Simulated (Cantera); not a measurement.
Input: 1 mol SiHCl3, 100 mol H2, equilibrated at 50.3 Torr.

Method: chemical equilibrium by Gibbs-energy minimisation in Cantera with the NASA 1993 tables (ideal gas, pure condensed phases). Candidate condensed phases: Si; 19 gas species. Equilibrium is a limit: real reactors are often held back by kinetics, nucleation or transport.

Over these rows the condensed part is Si(s). Partial pressures as log10 of bar:

```json
[
 {"T (K)": "1398", "1000/T (1/K)": "0.7153", "log p SiHCl3": "-5.78", "log p H2": "-1.19", "log p HCl": "-2.77"},
 {"T (K)": "1448", "1000/T (1/K)": "0.6906", "log p SiHCl3": "?", "log p H2": "-1.19", "log p HCl": "-2.77"},
 {"T (K)": "1498", "1000/T (1/K)": "0.6676", "log p SiHCl3": "-6.31", "log p H2": "-1.19", "log p HCl": "-2.77"},
 {"T (K)": "1548", "1000/T (1/K)": "0.6460", "log p SiHCl3": "-6.55", "log p H2": "-1.19", "log p HCl": "-2.78"},
 {"T (K)": "1598", "1000/T (1/K)": "0.6258", "log p SiHCl3": "-6.78", "log p H2": "-1.19", "log p HCl": "-2.78"},
 {"T (K)": "1648", "1000/T (1/K)": "0.6068", "log p SiHCl3": "-6.99", "log p H2": "-1.19", "log p HCl": "-2.78"}
]
```

### Question
Fit log p(SiHCl3) = a + b·(1000/T) to the five rows, give the apparent enthalpy, and predict the row at 1448 K.

### Answer
Means: 1000/T = 0.6523, log p = -6.482. Sxy = 0.078297, Sxx = 0.0070153, so b = 11.16 and a = -6.482 − (11.16)×0.6523 = -13.76.
Apparent enthalpy: −19.145 × (11.16) = -214 kJ/mol. With the condensed phases at unit activity, Si(s) + 3 HCl(g) = SiHCl3(g) + H2(g) links this pressure to the main gases: over the six rows their terms move log p by -0.03 in all, so the slope is close to that reaction's ΔH°. The five rows lie within 0.01 of the line.
Prediction at 1448 K: -13.76 + (11.16)×0.6906 = -6.05. The computed value is -6.05, 0.00 from the line.
